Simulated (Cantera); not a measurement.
Input: 1 mol SiH2Cl2, 42 mol N2, 0.34 mol H2, equilibrated at 0.160 bar.

Cantera equilibrium calculation (NASA polynomials, part measured and part estimated; ideal gas, pure solids and liquids). Candidate condensed phases: NH4Cl, Si, Si3N4; 28 gas species. N2 is the only nitrogen source here; it is nearly inert below about 1500 K, so the nitride shown seldom forms there in practice. Equilibrium is a limit: real reactors are often held back by kinetics, nucleation or transport.

**Question.** What share of the Si ends up in condensed phases as a function of T (°C), at 1052, 1077, 1102, 1127, 1152, 1177, 1202, 1227, 1252, 1277, 1302, 1327, 1352?

**Answer.** 
| T (°C) | Si condensed (%) | as |
|---|---|---|
| 1052 | 92.7 | Si3N4(s) |
| 1077 | 92.5 | Si3N4(s) |
| 1102 | 92.1 | Si3N4(s) |
| 1127 | 91.5 | Si3N4(s) |
| 1152 | 90.7 | Si3N4(s) |
| 1177 | 89.7 | Si3N4(s) |
| 1202 | 88.3 | Si3N4(s) |
| 1227 | 86.6 | Si3N4(s) |
| 1252 | 84.5 | Si3N4(s) |
| 1277 | 82.1 | Si3N4(s) |
| 1302 | 79.3 | Si3N4(s) |
| 1327 | 76.3 | Si3N4(s) |
| 1352 | 73.1 | Si3N4(s) |
